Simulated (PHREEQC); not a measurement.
Solution (35 °C): 0.0071 mol/kgw Pb(NO3)2. Closed to the air; pH follows from the charge balance.

Computed with PHREEQC (ion-association model, wateq4f.dat).

Precipitation was switched off in this run.

Problem. Predict the pH, ionic strength.

Solution. pH 5.02; ionic strength 0.0199 mol/kgw.

Problem. In which forms is N present?

Solution. NO3- 95 %, PbNO3+ 5.1 % of the N.

Complexes and solids missing from the database can't appear.
